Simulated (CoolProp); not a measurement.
R1336mzz(Z) along the isobar 3.31 MPa: fugacity coefficient from the reference equation and from simpler models built on Tc = 444.5 K, pc = 2.904 MPa, ω = 0.386; each cubic takes its own stable root.

Computed with CoolProp (reference Helmholtz-energy equation of state, McLinden 2020).

```json
[
 {"T (K)": "414", "phase": "liquid", "reference": "0.4032"},
 {"T (K)": "423.1", "phase": "liquid", "reference": "0.4564"},
 {"T (K)": "432.2", "phase": "liquid", "reference": "0.5112"},
 {"T (K)": "441.3", "phase": "liquid", "reference": "0.5664"},
 {"T (K)": "450.4", "phase": "supercritical", "reference": "0.6190"},
 {"T (K)": "459.5", "phase": "supercritical", "reference": "0.6562"},
 {"T (K)": "468.6", "phase": "supercritical", "reference": "0.6837"},
 {"T (K)": "477.7", "phase": "supercritical", "reference": "0.7074"},
 {"T (K)": "486.8", "phase": "supercritical", "reference": "0.7284"},
 {"T (K)": "495.9", "phase": "supercritical", "reference": "0.7473"}
]
```

How far does each simpler model (van der Waals, Redlich-Kwong, Soave-Redlich-Kwong, Peng-Robinson) lie from the reference over these 10 states: mean and median of the absolute difference, and the worst?


- van der Waals: mean 9.4 %, median 4.6 %, worst +31.1 % at 414 K and 3.31 MPa
- Redlich-Kwong: mean 4.3 %, median 1.6 %, worst +14.8 % at 414 K and 3.31 MPa
- Soave-Redlich-Kwong: mean 2.9 %, median 2.4 %, worst +5.0 % at 414 K and 3.31 MPa
- Peng-Robinson: mean 1.2 %, median 1.4 %, worst -1.8 % at 477.7 K and 3.31 MPa
